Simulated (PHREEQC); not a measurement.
Make-up at 25 °C: 1.4 mol KCl and 0.0016 mol H4SiO4 per kg of water. It is in equilibrium with CO2 at log p = -3.4 (atm). Otherwise closed; pH follows from the charge balance.

Equilibrium calculation in PHREEQC: Pitzer model, pitzer.dat.

Each row changes one thing in this solution. This is a speciation only: nothing precipitates in the calculation.

| case | pH | ionic strength (mol/kgw) | CO2 (mol/kgw) | HCO3- (mol/kgw) | H3SiO4- (mol/kgw) | CO3-2 (mol/kgw) | SI of SiO2(a) (SiO2) |
|---|---|---|---|---|---|---|---|
| as made | 5.52 | 1.40 | 1.19e-5 | 3.21e-6 | 1.87e-7 | 2.84e-10 | -0.07 |
| H4SiO4 from 0.0016 to 0.00032 mol/kgw | 5.53 | 1.40 | 1.19e-5 | 3.28e-6 | 3.82e-8 | 2.97e-10 | -0.77 |
| KCl replaced by LiCl at the same molality | 5.32 | 1.40 | 1.37e-5 | 3.63e-6 | 2.29e-7 | 9.60e-10 | +0.07 |
| diluted 5-fold with water | 5.59 | 0.280 | 1.32e-5 | 3.36e-6 | 2.92e-8 | 1.86e-10 | -0.82 |
| KCl left out | 5.60 | 2.54e-6 | 1.36e-5 | 2.44e-6 | 9.33e-8 | 4.44e-11 | -0.13 |
| H4SiO4 from 0.0016 to 0.00144 mol/kgw | 5.52 | 1.40 | 1.19e-5 | 3.22e-6 | 1.69e-7 | 2.86e-10 | -0.12 |
| H4SiO4 from 0.0016 to 0.0008 mol/kgw | 5.53 | 1.40 | 1.19e-5 | 3.25e-6 | 9.47e-8 | 2.92e-10 | -0.37 |

Some of these states are supersaturated (in SiO2(a), for instance). In brines, pH and single-ion activities rest on the MacInnes convention.
